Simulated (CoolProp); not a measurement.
Values from CoolProp's reference Helmholtz-energy equation of state, Penoncello 2003.

### Question
For CHF3 (R23), give the phase and the Joule-Thomson coefficient (K/MPa) at 67.45 °C and 0.518 MPa; 67.45 °C and 1.21 MPa; 67.45 °C and 2.24 MPa.

### Answer
- 67.45 °C and 0.518 MPa: gas; Joule-Thomson coefficient 8.71
- 67.45 °C and 1.21 MPa: gas; Joule-Thomson coefficient 8.75
- 67.45 °C and 2.24 MPa: gas; Joule-Thomson coefficient 8.77
